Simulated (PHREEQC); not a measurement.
Solution (20 °C): 0.0087 mol/kgw NH3 and 0.0057 mol/kgw Na2SiO3. Closed to the air; pH follows from the charge balance.

Equilibrium calculation in PHREEQC: ion-association model, phreeqc.dat.

Each row changes one thing in this solution. No solid was allowed to form.

```tsv
case	pH	ionic strength (mol/kgw)	H3SiO4- (mol/kgw)	H2SiO4-2 (mol/kgw)	H4SiO4 (mol/kgw)	NH4+ (mol/kgw)	SI of Quartz (SiO2)
as made	11.86	0.0117	0.00539	0.000259	5.41e-5	3.39e-5	-0.21
Na2SiO3 from 0.0057 to 0.00057 mol/kgw	…	0.00134	0.000530	3.27e-6	3.67e-5	0.000198	-0.38
NH3 from 0.0087 to 0.00174 mol/kgw	11.86	0.0117	0.00539	0.000258	5.43e-5	6.82e-6	-0.21
0.0001 mol/kgw NH4HSO4 added	…	0.0118	0.00539	0.000250	5.60e-5	3.56e-5	-0.19
Na2SiO3 from 0.0057 to 0.00855 mol/kgw	…	0.0177	0.00792	0.000574	5.45e-5	2.45e-5	-0.21
NH3 from 0.0087 to 0.0174 mol/kgw	11.86	0.0117	0.00539	0.000260	5.37e-5	6.75e-5	-0.21
```

**Question.** Complete the blanks.

**Answer.** 
- Na2SiO3 from 0.0057 to 0.00057 mol/kgw, pH: 11.05
- 0.0001 mol/kgw NH4HSO4 added, pH: 11.84
- Na2SiO3 from 0.0057 to 0.00855 mol/kgw, pH: 12.01

Complexes and solids missing from the database can't appear.
